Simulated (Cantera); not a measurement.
Input: 1 mol SiCl4, 31 mol N2, 0.91 mol H2, at 2073.15 K and 0.360 Torr.

Cantera equilibrium calculation (NASA polynomials, part measured and part estimated; ideal gas, pure solids and liquids). Candidate condensed phases: NH4Cl, Si, Si3N4; 28 gas species. The tables' values for SiCl, SiN, SiCl3 are old estimates; treat these amounts as uncertain. Rates play no part.

Base state: N2 0.883, Cl 0.0416, HCl 0.0333, SiCl2 0.0186, H 0.00853, Si 0.00801, H2 0.00503, SiCl 0.00174 (mole fractions); condensed: gas only.

Problem. What changes in the equilibrium state with this change: temperature from 2073.15 K to 2050 K?

Solution. 
```tsv
species	before	after
N2	0.883	0.887
Cl	0.0416	0.0370
HCl	0.0333	0.0345
SiCl2	0.0186	0.0207
Si	0.00801	0.00631
SiCl3	3.43e-5	4.23e-5
SiN	3.63e-5	3.02e-5
H	0.00853	0.00740
SiCl	0.00174	0.00157
```
The tables' values for SiCl, SiCl3, SiN are old estimates; treat these amounts as uncertain.

Problem. What changes in the equilibrium state with this change: temperature from 2073.15 K to 1950 K?

Solution. 
```tsv
species	before	after
N2	0.883	0.901
HCl	0.0333	0.0396
SiCl2	0.0186	0.0266
Cl	0.0416	0.0224
Si	0.00801	0.00159
SiN	3.63e-5	9.75e-6
SiCl3	3.43e-5	9.15e-5
```
The tables' values for SiCl, SiCl3 are old estimates; treat these amounts as uncertain.
